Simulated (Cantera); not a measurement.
Input (Python, Cantera) and output of one run.

```python
import numpy as np
import cantera as ct

gas_names = """
    CL CL2 H HCL H2 N NH NH2 NH3 N2 N2H2 N2H4 Si SiCL SiCL2 SiCL3 SiCL4 SiH SiHCL3 SiH2 SiH2CL2 SiH3
    SiH3CL SiH4 SiN Si2 Si2N Si3
""".split()
cond_names = """
    NH4CL(a) NH4CL(b) Si(cr) Si(L) Si3N4(a)
""".split()


def load(file, names, dense=False):
    # The tables refer to 1 bar. Condensed volumes are neglected.
    table = {s.name: s for s in ct.Species.list_from_file(file)}
    out = []
    for n in names:
        d = dict(table[n].input_data)
        d["thermo"] = dict(d["thermo"], **{"reference-pressure": 1e5})
        if dense:
            d["equation-of-state"] = {"model": "constant-volume", "density": "1e6 g/cm^3"}
        out.append(ct.Species.from_dict(d))
    return out


gas = ct.Solution(thermo="ideal-gas", species=load("nasa_gas.yaml", gas_names))
cond = {s.name: ct.Solution(thermo="fixed-stoichiometry", species=[s], name=s.name)
        for s in load("nasa_condensed.yaml", cond_names, dense=True)}
atoms = {
    'SiH2Cl2': {'Si': 1, 'H': 2, 'CL': 2},
    'N2': {'N': 2},
    'Cl2': {'CL': 2},
}
top_T = {'Si3N4(a)': 2400}  # K; cautious upper limits of use, not melting points


def equilibrate(T, P, feed):
    n = {}
    for name, mol in feed.items():
        for a, k in atoms[name].items():
            n[a] = n.get(a, 0.0) + k * mol
    gas.TPX = T, P, n
    mass = sum(n.values()) * gas.mean_molecular_weight
    gas.equilibrate("TP")
    valid = [c for c in cond.values() if c.min_temp <= T <= top_T.get(c.name, c.max_temp)]
    mix = ct.Mixture([(gas, mass / gas.mean_molecular_weight)] + [(c, 0.0) for c in valid])
    mix.T, mix.P = T, P
    mix.equilibrate("TP", solver="vcs", rtol=1e-11, max_steps=5000)
    return mix


results = []
feed = {'SiH2Cl2': 1, 'N2': 220, 'Cl2': 0.41}  # mol
P = 12000  # Pa
for T in [1200, 1250, 1300, 1350, 1400, 1450, 1500, 1550, 1600, 1650, 1700, 1750]:
    mix = equilibrate(T, P, feed)
    results.append((T, P, feed, dict(zip(mix.species_names, mix.species_moles))))

top = {s: max(r[3][s] / sum(r[3][g] for g in gas_names) for r in results) for s in gas_names}
cols = sorted((s for s in top if top[s] > 1e-06), key=lambda s: -top[s])[:7]
seen = [c for c in cond_names if any(r[3].get(c, 0) > 1e-12 for r in results)]
print("log10 of partial pressures in bar; condensed amounts in mol")
print(f"{'T/K':>10s}" + "".join(f"{s[:9]:>10s}" for s in cols + seen))
for T, P, feed, n in results:
    ng = sum(n[g] for g in gas_names)
    print(f"{T:10.4g}" + "".join(f"{np.log10(max(n[s] / ng * P / 1e5, 1e-99)):10.3f}" for s in cols)
          + "".join(f"{n.get(c, 0):10.4g}" for c in seen))
```

Result:

```
log10 of partial pressures in bar; condensed amounts in mol
       T/K        N2       HCL     SiCL2        H2     SiCL4     SiCL3        CL  Si3N4(a)
      1200    -0.925    -3.019    -5.876    -4.203    -3.860    -5.339    -7.684    0.2445
      1250    -0.925    -3.017    -5.398    -4.218    -3.877    -5.065    -7.292    0.2437
      1300    -0.925    -3.016    -4.965    -4.226    -3.907    -4.823    -6.933     0.241
      1350    -0.925    -3.017    -4.578    -4.224    -3.961    -4.619    -6.607    0.2347
      1400    -0.925    -3.019    -4.243    -4.203    -4.057    -4.464    -6.315    0.2228
      1450    -0.925    -3.026    -3.969    -4.155    -4.221    -4.376    -6.062    0.2039
      1500    -0.925    -3.040    -3.762    -4.076    -4.471    -4.368    -5.850    0.1793
      1550    -0.925    -3.062    -3.619    -3.972    -4.803    -4.434    -5.675    0.1525
      1600    -0.925    -3.094    -3.520    -3.863    -5.184    -4.548    -5.529    0.1255
      1650    -0.926    -3.135    -3.448    -3.762    -5.581    -4.685    -5.401   0.09869
      1700    -0.926    -3.183    -3.391    -3.676    -5.976    -4.831    -5.286   0.07243
      1750    -0.926    -3.238    -3.345    -3.605    -6.363    -4.979    -5.181   0.04725
```

Cantera equilibrium calculation (NASA polynomials, part measured and part estimated; ideal gas, pure solids and liquids). N2 is the only nitrogen source here; it is nearly inert below about 1500 K, so the nitride shown seldom forms there in practice. The tables' values for SiCl3 are old estimates; treat these amounts as uncertain.
